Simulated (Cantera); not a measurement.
**Low-pressure radical oxidation in H2/O2**

An isothermal, constant-pressure homogeneous reactor starts with 0.577 % H2, 99.4 % O2, at 1200 K and 0.00590 bar.

Model: the H2/O2 subset of GRI-Mech 3.0, which has no nitrogen chemistry, integrated in Cantera. Radical loss at walls, strong at low pressure, is not modelled.

| t (s) | x H2 | x O2 | x H | x H2O2 | x OH |
|---|---|---|---|---|---|
| 5.00e-5 | 0.00577 | 0.994 | 9.09e-11 | <1e-12 | 2.58e-11 |
| 0.000139 | 0.00577 | 0.994 | 1.75e-10 | <1e-12 | 1.52e-10 |
| 0.000387 | 0.00577 | 0.994 | 2.62e-10 | <1e-12 | 6.85e-10 |
| 0.00108 | 0.00577 | 0.994 | 4.40e-10 | <1e-12 | 2.60e-9 |
| 0.00300 | 0.00577 | 0.994 | 1.40e-9 | 2.11e-12 | 1.27e-8 |
| 0.00834 | 0.00577 | 0.994 | 2.32e-8 | 1.56e-11 | 2.41e-7 |
| 0.0232 | 0.00494 | 0.993 | 4.37e-5 | 3.18e-9 | 0.000366 |
| 0.0646 | 1.54e-5 | 0.989 | 0.000154 | 4.89e-9 | 0.000470 |
| 0.180 | 1.35e-5 | 0.989 | 0.000136 | 4.75e-9 | 0.000449 |
| 0.500 | 1.12e-5 | 0.990 | 0.000102 | 4.65e-9 | 0.000409 |
| 1.39 | 7.14e-6 | 0.992 | 5.13e-5 | 4.35e-9 | 0.000327 |
| 3.87 | 2.90e-6 | 0.993 | 1.31e-5 | 3.53e-9 | 0.000209 |
| 10.8 | 7.23e-7 | 0.994 | 1.63e-6 | 2.08e-9 | 0.000104 |
| 30.0 | 1.36e-7 | 0.994 | 1.33e-7 | 7.68e-10 | 4.54e-5 |
x: mole fraction; the columns are a selection and need not sum to one.

Equilibrium at this temperature and pressure: H2 9.66e-10, O2 0.994, H 8.04e-11, H2O2 1.06e-11, OH 3.84e-6 (gas phase only).
